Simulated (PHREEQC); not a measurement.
Solution (20 °C): 140 mmol/kgw FeCl3, 9.3 mmol/kgw H3AsO4 and 0.75 mmol/kgw HCl. Closed to the air; pH follows from the charge balance.

The numbers come from PHREEQC with the ion-association model, wateq4f.dat.

No solid was allowed to form.

Task: Predict the pH.

Result: pH 1.84.

Task: In which forms is Cl present?

Result: Cl- 73 %, FeCl+2 17 %, FeCl2+ 10 % of the Cl.

Saturation is exceeded, for instance for Hematite (slow to form), Goethite (slow to form); the values hold only as long as no solid forms. The database's scorodite may be far more soluble than the real mineral, and it has no iron arsenate complexes; the constant wasn't checked at its source.
